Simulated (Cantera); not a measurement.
A perfectly stirred reactor is fed with H₂ : O₂ : N₂ = 1.7 : 1 : 0.69 (molar parts), equivalence ratio 0.85, at 82000 Pa; it is held at 825 K, and followed from long to short residence time.

Computed with Cantera and GRI-Mech 3.0 (53 species, 325 reactions). Below about 950 K walls govern HO2 and H2O2 in real vessels. The temperature is held fixed by assumption; the heat of reaction is taken as removed at once.

### Question
What does this change do: temperature 825 to 1325 K?

### Answer
| quantity | before | after |
|---|---|---|
| x(H₂) at τ = 0.980 s | 0.501 | 0.000268 |
| x(O₂) at τ = 0.980 s | 0.295 | 0.0591 |
| x(NO) at τ = 0.980 s | <1e-12 | 1.92e-7 |
| x(H) at τ = 0.980 s | 2.49e-9 | 3.23e-6 |
| x(OH) at τ = 0.980 s | 1.55e-10 | 0.000229 |
| x(H₂) at τ = 39.0 ms | 0.501 | 0.00221 |
| x(O₂) at τ = 39.0 ms | 0.295 | 0.0599 |
| x(NO) at τ = 39.0 ms | <1e-12 | 1.81e-7 |
| x(H) at τ = 39.0 ms | 4.94e-12 | 7.63e-5 |
| x(OH) at τ = 39.0 ms | <1e-12 | 0.000676 |
